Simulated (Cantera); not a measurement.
Feed: 1 mol TiCl₄, a varied amount of H₂O, 7.6 mol H₂, at 375 Torr.

Method: chemical equilibrium by Gibbs-energy minimisation in Cantera with the NASA 1993 tables (ideal gas, pure condensed phases). Candidate condensed phases: H₂O, Ti, TiCl₂, TiCl₃, TiCl₄, TiO, TiO₂, Ti₂O₃, Ti₃O₅, Ti₄O₇; 23 gas species. Mutual solubility and eutectic melting of coexisting phases are not modelled. The tables' values for TiCl₂ are old estimates. TiO: taken at fixed stoichiometry. Condensed phases not in the tables: Magnéli phases beyond Ti₄O₇. Gases not in the tables: TiO(OH)₂. Rates play no part.

Problem. What condenses at these points (T in K, n(H₂O) in mol): (1950, 0.18); (1750, 0.33); (1850, 1.4); (1900, 0.33); (1800, 1.4); (1650, 0.18); (1900, 1.7); (1400, 1.9)?

Solution. 
| T (K) | n(H₂O) in mol | condensed phases | Ti condensed (%) |
|---|---|---|---|
| 1950 | 0.18 | TiO | 17.9 |
| 1750 | 0.33 | Ti₂O₃ | 21.9 |
| 1850 | 1.4 | Ti₂O₃ + Ti₃O₅ | 88.0 |
| 1900 | 0.33 | TiO + Ti₂O₃ | 25.0 |
| 1800 | 1.4 | Ti₂O₃ + Ti₃O₅ | 86.8 |
| 1650 | 0.18 | Ti₂O₃ | 12.0 |
| 1900 | 1.7 | Ti₃O₅ | 98.3 |
| 1400 | 1.9 | TiO₂ + Ti₄O₇ | 99.7 |
